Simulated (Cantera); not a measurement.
A closed system holds: 1 mol TiO₂, 1 mol Cl₂, held at 875 K and 2.40 Torr.

Equilibrium computed with Cantera from the NASA thermochemical tables; the gas is ideal and each condensed phase is pure. Candidate condensed phases: Ti, TiCl₂, TiCl₃, TiCl₄, TiO, TiO₂, Ti₂O₃, Ti₃O₅, Ti₄O₇; 15 gas species. Condensed phases not in the tables: TiOCl. Rates play no part.

Base state: Cl₂ 0.999, Cl 0.000814, TiCl₄ 0.000160, O₂ 0.000160 (mole fractions); condensed: TiO₂(rutile).

Problem. What changes in the equilibrium state with this change: temperature from 875 K to 1273 K?

Solution. 
```csv
species,before,after
Cl₂,0.999,0.832
Cl,0.000814,0.156
TiCl₄,0.000160,0.00599
ClO,5.32e-8,2.36e-5
O₂,0.000160,0.00598
"TiO₂(rutile), mol",1.000,0.994
```
